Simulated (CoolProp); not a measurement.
The fluid at 342.21 K and 1.03 MPa is throttled through a valve to 0.507 MPa with no heat exchange. The same conditions are run with several fluids, on thermodynamics alone (safety and materials aside).

Computed with CoolProp (reference Helmholtz-energy equation of state of each fluid (propyne: Polt 1992; fluoroethane (R161): Wu 2012; propylene: Lemmon 2013; R152A: Outcalt 1996; R22: Kamei 1995)). The equations of Platzer and Polt are older, rougher fits.

```csv
fluid,temperature change (K),final density (kg/m³)
propyne,-9.1,7.81
fluoroethane (R161),-8.0,…
propylene,-6.6,8.06
R152A,…,13.1
R22,…,16.6
```

Q: Some entries are withheld; supply them.

A: 
- fluoroethane (R161), final density (kg/m³): 9.28
- R152A, temperature change (K): -10.1
- R22, temperature change (K): -8.1
